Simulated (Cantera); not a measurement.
## Reactions in the system N-O-Ti

Cantera with NASA thermochemical tables; ideal gases at 1 bar, condensed phases pure. Values are per mole of reaction as written; species without (g) are pure solids or liquids, kept so even where they would boil at 1 bar.

4 TiO2 + NO(g) ⇌ Ti4O7 + NO2(g)

```tsv
T (K)	ΔH° (kJ)	ΔS° (J/K)	ΔG° (kJ)	log10 K	condensed phases
300	317.4	26.9	309.3	-53.85	TiO2(rutile), Ti4O7(s)
1373	328.2	37.9	276.3	-10.51	TiO2(rutile), Ti4O7(s)
1523	331.1	39.8	270.4	-9.27	TiO2(rutile), Ti4O7(s)
1673	334.1	41.7	264.3	-8.25	TiO2(rutile), Ti4O7(s)
1823	337.4	43.6	257.9	-7.39	TiO2(rutile), Ti4O7(s)
1973	567.9	161.8	248.6	-6.58	TiO2(rutile), Ti4O7(l)
2123	579.0	167.3	223.9	-5.51	TiO2(rutile), Ti4O7(l)
```

TiO2 + Ti2O3 ⇌ Ti3O5

| T (K) | ΔH° (kJ) | ΔS° (J/K) | ΔG° (kJ) | log10 K | condensed phases |
|---|---|---|---|---|---|
| 300 | 6.4 | 1.5 | 5.9 | -1.03 | TiO2(rutile), Ti2O3(s), Ti3O5(s) |
| 1373 | 8.1 | 15.1 | -12.7 | 0.48 | TiO2(rutile), Ti2O3(s), Ti3O5(s) |
| 1523 | 8.7 | 15.6 | -15.0 | 0.51 | TiO2(rutile), Ti2O3(s), Ti3O5(s) |
| 1673 | 10.2 | 16.5 | -17.4 | 0.54 | TiO2(rutile), Ti2O3(s), Ti3O5(s) |
| 1823 | 12.7 | 17.9 | -20.0 | 0.57 | TiO2(rutile), Ti2O3(s), Ti3O5(s) |
| 1973 | 16.1 | 19.7 | -22.8 | 0.60 | TiO2(rutile), Ti2O3(s), Ti3O5(s) |
| 2123 | 87.7 | 56.2 | -31.6 | 0.78 | TiO2(rutile), Ti2O3(l), Ti3O5(l) |
